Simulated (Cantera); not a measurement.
Low-pressure radical oxidation in H2/O2

An isothermal, constant-pressure homogeneous reactor starts with H₂ : O₂ = 0.34 : 1 (molar parts), at 1350 K and 26.3 Torr.

Computed with Cantera and the H2/O2 subset of GRI-Mech 3.0, which has no nitrogen chemistry. Radical loss at walls, strong at low pressure, is not modelled. The temperature is held fixed by assumption; the heat of reaction is taken as removed at once.

```tsv
t (s)	x H₂	x O₂	x O	x H₂O	x OH
7.00e-5	0.254	0.746	2.73e-6	7.21e-6	2.01e-6
0.000242	0.0720	0.642	0.0542	0.133	0.0228
0.000839	0.0131	0.621	0.0764	0.210	0.0170
0.00291	0.00624	0.673	0.0320	0.260	0.0122
0.0101	0.000758	0.704	0.00369	0.286	0.00428
0.0348	6.32e-5	0.709	0.000309	0.290	0.00125
0.121	8.46e-6	0.709	4.21e-5	0.290	0.000461
0.418	1.66e-6	0.709	8.36e-6	0.290	0.000206
1.45	5.06e-7	0.709	2.56e-6	0.291	0.000114
5.01	3.79e-7	0.709	1.92e-6	0.291	9.84e-5
17.3	3.79e-7	0.709	1.91e-6	0.291	9.83e-5
60.0	3.79e-7	0.709	1.91e-6	0.291	9.83e-5
```
x: mole fraction; the columns are a selection and need not sum to one.

Equilibrium at this temperature and pressure: H₂ 3.79e-7, O₂ 0.709, O 1.91e-6, H₂O 0.291, OH 9.83e-5 (gas phase only).
